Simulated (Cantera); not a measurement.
An adiabatic, constant-volume homogeneous reactor starts with 8.90 % CH4, 6.86 % H2, 17.7 % O2, 66.5 % N2, at 1625 K and 15000 Torr.

Model: GRI-Mech 3.0 (53 species, 325 reactions), integrated in Cantera. The pressure lies above the range GRI-Mech 3.0 was tuned for (to about 10 atm). Above 3000 K some thermodynamic fits are extrapolated.

### Question
Predict: time of steepest temperature rise; temperature at 3.00 s; equilibrium temperature; x(H2) at 3.00 s; x(O2) at 3.00 s; x(HCO) at 3.00 s; x(CH2O) at 3.00 s; x(O) at 3.00 s.

### Answer
| Property | Value |
|---|---|
| time of steepest temperature rise | 7.25 µs |
| temperature at 3.00 s | 3274 K |
| equilibrium temperature | 3274 K |
| x(H2) at 3.00 s | 0.0408 (gas-phase equilibrium 0.0408) |
| x(O2) at 3.00 s | 0.00537 (gas-phase equilibrium 0.00537) |
| x(HCO) at 3.00 s | 1.45e-6 (gas-phase equilibrium 1.45e-6) |
| x(CH2O) at 3.00 s | 3.82e-8 (gas-phase equilibrium 3.82e-8) |
| x(O) at 3.00 s | 0.00306 (gas-phase equilibrium 0.00306) |
